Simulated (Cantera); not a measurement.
# Transport properties of process gases

Gas mixture: N₂O : O₂ : CO₂ = 0.87 : 0.57 : 0.12 (molar parts), at 0.000130 bar, frozen composition.

Cantera's kinetic-theory transport with the Lennard-Jones parameters of GRI-Mech 3.0, ideal gas; thermal conductivity in the multicomponent form. The composition is frozen, though it would react at the higher temperatures.

| T (K) | ρ (kg/m³) | cp (J/kg/K) | μ (µPa s) | λ (mW/m/K) | Pr | D (cm²/s) NO | D (cm²/s) H | D (cm²/s) H₂ |
|---|---|---|---|---|---|---|---|---|
| 400 | 0.000155 | 959.0 | 21.3 | 27.9 | 0.731 | 2210 | 14100 | 9010 |
| 600 | 0.000103 | 1070 | 29.4 | 42.9 | 0.733 | 4470 | 28900 | 17900 |
| 800 | 7.74e-5 | 1149 | 36.3 | 56.9 | 0.734 | 7310 | 47400 | 29000 |
| 1000 | 6.20e-5 | 1204 | 42.5 | 69.8 | 0.734 | 10600 | 69300 | 42100 |
| 1200 | 5.16e-5 | 1240 | 48.2 | 81.5 | 0.733 | 14500 | 94300 | 57000 |
| 1400 | 4.43e-5 | 1269 | 53.5 | 92.7 | 0.732 | 18700 | 122000 | 73600 |
| 1600 | 3.87e-5 | 1292 | 58.4 | 103 | 0.731 | 23300 | 153000 | 91800 |
| 1800 | 3.44e-5 | 1312 | 63.1 | 113 | 0.731 | 28400 | 186000 | 112000 |
D: mixture-averaged diffusion coefficient of that species in the mixture.
